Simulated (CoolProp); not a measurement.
A single-stage vapour-compression cycle with ammonia: evaporating at 306.15 K (dew point), condensing at 366.15 K (bubble point), superheat 8 K, subcooling 8 K, compressor efficiency 0.7, no pressure losses. Each further row changes one setting.

The numbers come from the reference Helmholtz-energy equation of state, Gao 2020 in CoolProp.

```tsv
case	cooling COP	pressure ratio	discharge temperature (K)	refrigerating effect (kJ/kg)	volumetric capacity (kJ/m³)
as stated	2.71	4.27	468.6	886	8360
evaporating temperature 311.15 K	3.06	3.70	457.5	888	9660
condensing temperature 361.15 K	3.05	3.85	456.3	914	8630
subcooling 13 K	2.80	4.27	468.6	915	8640
superheat 18 K	2.67	4.27	484.5	916	8230
compressor efficiency 0.6	2.33	4.27	487.1	886	8360
```
